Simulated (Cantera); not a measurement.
**Premixed flame**

A freely propagating, adiabatic, planar premixed flame of H2 : O2 : N2 : H2O = 1 : 0.333 : 1.25 : 0.02 (molar parts), unburnt at 700 K and 1.00 bar; mixture-averaged transport, grid criteria slope 0.08 and curve 0.16, no radiation.

Model: the H2/O2 subset of GRI-Mech 3.0, which has no nitrogen chemistry, integrated in Cantera. Burning velocities carry a grid error of a few per cent, more on coarse grids.

```
z (mm)  T (K)  u (m/s)   x H2     x O2       x H     x HO2      x OH    x H2O
------  -----  -------  -----  -------  --------  --------  --------  -------
-1.44     700     11.6  0.384    0.128     <1e-8     <1e-8     <1e-8  0.00768
-0.962    700     11.6  0.384    0.128     <1e-8     <1e-8     <1e-8  0.00768
-0.722    700     11.6  0.384    0.128     <1e-8   1.58e-8     <1e-8  0.00768
-0.481    700     11.6  0.384    0.128   3.37e-7   1.32e-6     <1e-8  0.00768
-0.241    712     11.8  0.382    0.128  0.000387  0.000189   4.94e-5  0.00837
-0.120    868     14.2  0.355    0.123   0.00901  0.000158  0.000627   0.0227
0        1279     20.2  0.236   0.0802    0.0580   7.06e-5   0.00382    0.113
0.120    1581     24.7  0.134   0.0218    0.0949   1.86e-5   0.00884    0.222
0.241    1714     26.6  0.117  0.00897    0.0934   7.22e-6    0.0110    0.247
0.481    1854     28.4  0.120  0.00596    0.0795   4.35e-6    0.0125    0.255
0.962    2004     30.4  0.126  0.00434    0.0630   2.89e-6    0.0132    0.263
1.92     2151     32.2  0.131  0.00283    0.0472   1.81e-6    0.0126    0.271
3.85     2282     33.9  0.135  0.00160    0.0333   1.06e-6    0.0108    0.280
```
x: mole fraction of selected species; z is measured from the peak of heat release.

| Quantity | Result |
|---|---|
| laminar burning velocity | 1160 cm/s |
| thermal thickness | 0.481 mm |
| peak x(H) | 0.0964 |
| peak x(HO2) | 0.000217 |
| peak x(OH) | 0.0132 |
| grid points | 147 |
